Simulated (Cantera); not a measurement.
A perfectly stirred reactor is fed with CH4 : C2H6 : C3H8 : O2 : N2 = 1 : 0.19 : 0.14 : 2.4 : 9.04 (molar parts), equivalence ratio 1.4, at 500000 Pa; it is adiabatic with a 325 K inlet, and is followed from long to short residence time, starting on the burning branch (τ in s: 0.042, 0.024, 0.013, 0.0076, 0.0044, 0.0025, 0.0014, 0.0008, 0.00046, 0.00026, 0.00015, 8.4e-05, 4.8e-05).

Detailed kinetics in Cantera: GRI-Mech 3.0 (53 species, 325 reactions).

**Question.** What does this change do: inlet temperature 325 to 425 K?

**Answer.** 
```json
[
 {"quantity": "blow-out, bracketed by the residence times tried", "before": "burning at 0.260 ms, out at 0.150 ms", "after": "burning at 0.150 ms, out at 84.0 µs"},
 {"quantity": "x(CH4) at τ = 42.0 ms", "before": "0.000963", "after": "0.000412"},
 {"quantity": "x(C2H6) at τ = 42.0 ms", "before": "5.96e-7", "after": "2.35e-7"},
 {"quantity": "x(C3H8) at τ = 42.0 ms", "before": "1.45e-7", "after": "9.44e-8"},
 {"quantity": "x(C2H2) at τ = 42.0 ms", "before": "0.000433", "after": "0.000153"},
 {"quantity": "x(C2H4) at τ = 42.0 ms", "before": "5.91e-6", "after": "2.14e-6"},
 {"quantity": "x(CH4) at τ = 1.40 ms", "before": "0.00340", "after": "0.00219"},
 {"quantity": "x(C2H6) at τ = 1.40 ms", "before": "1.99e-5", "after": "8.94e-6"},
 {"quantity": "x(C3H8) at τ = 1.40 ms", "before": "3.77e-6", "after": "2.40e-6"},
 {"quantity": "x(C2H2) at τ = 1.40 ms", "before": "0.00244", "after": "0.00160"},
 {"quantity": "x(C2H4) at τ = 1.40 ms", "before": "0.000144", "after": "7.06e-5"}
]
```

**Question.** What does this change do: N2 9.04 to 13 parts?

**Answer.** 
| quantity | before | after |
|---|---|---|
| blow-out, bracketed by the residence times tried | burning at 0.260 ms, out at 0.150 ms | burning at 2.50 ms, out at 1.40 ms |
| x(CH4) at τ = 42.0 ms | 0.000963 | 0.00536 |
| x(C2H6) at τ = 42.0 ms | 5.96e-7 | 2.55e-5 |
| x(C3H8) at τ = 42.0 ms | 1.45e-7 | 1.36e-6 |
| x(C2H2) at τ = 42.0 ms | 0.000433 | 0.00299 |
| x(C2H4) at τ = 42.0 ms | 5.91e-6 | 0.000167 |
| x(CH4) at τ = 1.40 ms | 0.00340 | 0.0598 |
| x(C2H6) at τ = 1.40 ms | 1.99e-5 | 0.0114 |
| x(C3H8) at τ = 1.40 ms | 3.77e-6 | 0.00837 |
| x(C2H2) at τ = 1.40 ms | 0.00244 | <1e-12 |
| x(C2H4) at τ = 1.40 ms | 0.000144 | <1e-12 |

**Question.** What does this change do: inlet temperature 325 to 575 K?

**Answer.** 
| quantity | before | after |
|---|---|---|
| blow-out, bracketed by the residence times tried | burning at 0.260 ms, out at 0.150 ms | burning at 84.0 µs, out at 48.0 µs |
| x(CH4) at τ = 42.0 ms | 0.000963 | 0.000101 |
| x(C2H6) at τ = 42.0 ms | 5.96e-7 | 8.61e-8 |
| x(C3H8) at τ = 42.0 ms | 1.45e-7 | 5.14e-8 |
| x(C2H2) at τ = 42.0 ms | 0.000433 | 3.37e-5 |
| x(C2H4) at τ = 42.0 ms | 5.91e-6 | 6.16e-7 |
| x(CH4) at τ = 1.40 ms | 0.00340 | 0.000822 |
| x(C2H6) at τ = 1.40 ms | 1.99e-5 | 2.72e-6 |
| x(C3H8) at τ = 1.40 ms | 3.77e-6 | 1.25e-6 |
| x(C2H2) at τ = 1.40 ms | 0.00244 | 0.000520 |
| x(C2H4) at τ = 1.40 ms | 0.000144 | 1.94e-5 |
